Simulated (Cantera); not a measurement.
A Cantera script and its output.

```python
import numpy as np
import cantera as ct

gas = ct.Solution("gri30.yaml")
gas.TPX = 1250, 1000000, {'CH3OH': 1, 'O2': 2.88, 'N2': 10.8, 'CO2': 0.89, 'H2O': 0.016}
reactor = ct.IdealGasConstPressureReactor(gas, energy="on", clone=False)
net = ct.ReactorNet([reactor])
net.rtol, net.atol = 1e-08, 1e-16
show = ['CH3OH', 'O2', 'CO2', 'NO', 'O']
times = np.geomspace(1e-06, 0.3, 15)

steps = ct.SolutionArray(gas, extra=["t"])
rows = []
print(f"{'t/s':>10s}{'T/K':>9s}{'P/Pa':>11s}" + "".join(f"{s:>11s}" for s in show))
for t in times:
    while net.time < t:
        t_next = net.step()
        steps.append(gas.state, t=t_next)
    rows.append([np.interp(t, steps.t, y) for y in (steps.T, steps.P, *steps(*show).X.T)])
    print(f"{t:10.3e}{rows[-1][0]:9.1f}{rows[-1][1]:11.4g}" + "".join(f"{x:11.3e}" for x in rows[-1][2:]))
rate = np.gradient(steps.T, steps.t)
print("integrator steps:", len(steps.t))
if steps.T.max() > steps.T[0] + 200:
    print(f"time of steepest temperature rise: {steps.t[rate.argmax()]:.4e} s")
gas.TPX = 1250, 1000000, {'CH3OH': 1, 'O2': 2.88, 'N2': 10.8, 'CO2': 0.89, 'H2O': 0.016}
gas.equilibrate("HP")
print(f"equilibrium (HP): T = {gas.T:.1f} K  " + "  ".join(f"{s} {gas[s].X[0]:.3e}" for s in show))
```

It prints:

```
       t/s      T/K       P/Pa      CH3OH         O2        CO2         NO          O
 1.000e-06   1250.0      1e+06  6.416e-02  1.848e-01  5.710e-02  1.125e-19  1.015e-10
 2.462e-06   1250.0      1e+06  6.416e-02  1.848e-01  5.710e-02  3.050e-19  1.047e-10
 6.060e-06   1250.0      1e+06  6.416e-02  1.848e-01  5.710e-02  8.053e-19  1.098e-10
 1.492e-05   1250.0      1e+06  6.416e-02  1.848e-01  5.710e-02  2.106e-18  1.152e-10
 3.672e-05   1250.0      1e+06  6.415e-02  1.848e-01  5.710e-02  5.537e-18  1.227e-10
 9.039e-05   1250.0      1e+06  6.414e-02  1.848e-01  5.710e-02  1.622e-17  1.517e-10
 2.225e-04   1250.0      1e+06  6.410e-02  1.847e-01  5.710e-02  9.161e-17  3.140e-10
 5.477e-04   1251.6      1e+06  6.322e-02  1.842e-01  5.707e-02  4.687e-15  4.437e-09
 1.348e-03   2269.2      1e+06  1.663e-19  8.529e-02  1.161e-01  1.200e-04  3.848e-04
 3.319e-03   2268.5      1e+06  1.649e-19  8.511e-02  1.161e-01  4.854e-04  3.828e-04
 8.170e-03   2266.9      1e+06  1.619e-19  8.469e-02  1.161e-01  1.337e-03  3.780e-04
 2.011e-02   2263.3      1e+06  1.556e-19  8.380e-02  1.161e-01  3.124e-03  3.682e-04
 4.951e-02   2257.9      1e+06  1.463e-19  8.243e-02  1.162e-01  5.883e-03  3.535e-04
 1.219e-01   2254.0      1e+06  1.399e-19  8.144e-02  1.162e-01  7.862e-03  3.431e-04
 3.000e-01   2253.4      1e+06  1.390e-19  8.129e-02  1.162e-01  8.160e-03  3.416e-04
integrator steps: 1922
time of steepest temperature rise: 7.8438e-04 s
equilibrium (HP): T = 2253.4 K  CH3OH 1.445e-19  O2 8.129e-02  CO2 1.162e-01  NO 8.162e-03  O 3.416e-04
```

Computed with Cantera and GRI-Mech 3.0 (53 species, 325 reactions). GRI-Mech 3.0 was tuned for natural gas; its chemistry of methanol as a main component is partial and can be far from experiment.
